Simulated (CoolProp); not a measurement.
Saturation properties of cyclopentane (Tc = 238.6 °C, pc = 4.583 MPa, ω = 0.202).

Computed with CoolProp (reference Helmholtz-energy equation of state, Gedanitz 2015).

```json
[
 {"T (°C)": "88.55", "p (MPa)": "0.3148", "vapour density (kg/m³)": "7.971"},
 {"T (°C)": "101.85", "p (MPa)": "0.4352", "vapour density (kg/m³)": "10.87"},
 {"T (°C)": "115.05", "p (MPa)": "0.5860", "vapour density (kg/m³)": "14.50"},
 {"T (°C)": "128.35", "p (MPa)": "0.7742", "vapour density (kg/m³)": "19.10"},
 {"T (°C)": "141.65", "p (MPa)": "1.004", "vapour density (kg/m³)": "24.84"},
 {"T (°C)": "154.85", "p (MPa)": "1.278", "vapour density (kg/m³)": "31.95"},
 {"T (°C)": "168.15", "p (MPa)": "1.607", "vapour density (kg/m³)": "40.93"},
 {"T (°C)": "181.45", "p (MPa)": "1.995", "vapour density (kg/m³)": "52.34"},
 {"T (°C)": "194.65", "p (MPa)": "2.447", "vapour density (kg/m³)": "67.07"},
 {"T (°C)": "207.95", "p (MPa)": "2.977", "vapour density (kg/m³)": "87.27"},
 {"T (°C)": "221.25", "p (MPa)": "3.597", "vapour density (kg/m³)": "117.8"}
]
```

It boils at 49.2 °C under 1 atm.
